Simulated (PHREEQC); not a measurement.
Solution (55 °C): 0.0063 mol/kgw HF, 0.0049 mol/kgw NH4HF2, 0.13 mol/kgw (NH4)2SiF6 and 0.003 mol/kgw HCl. Closed to the air; pH follows from the charge balance.

The numbers come from PHREEQC with the ion-association model, wateq4f.dat.

```yaml
pH: 2.74
ionic_strength: 0.397 mol/kgw
activity_of_water: 0.993
total_alkalinity: -534 meq/kg
```

| species | molality | activity | log γ |
|---|---|---|---|
| NH4+ | 0.265 | 0.190 | -0.144 |
| SiF6-2 | 0.130 | 0.0282 | -0.664 |
| HF | 0.0116 | 0.0127 | 0.040 |
| F- | 0.00415 | 0.00264 | -0.196 |
| Cl- | 0.00300 | 0.00194 | -0.190 |
| H+ | 0.00237 | 0.00181 | -0.118 |
| HF2- | 0.000230 | 0.000147 | -0.196 |
| H2F2 | 0.000122 | 0.000134 | 0.040 |
| H4SiO4 | 5.56e-5 | 6.09e-5 | 0.040 |

Precipitation was switched off in this run. Species that the database lacks are ignored. Away from 25 °C the constants follow the database's enthalpies or fits; those with neither stay at their 25 °C values. SiF6-2 is the database's only silicon fluoride.
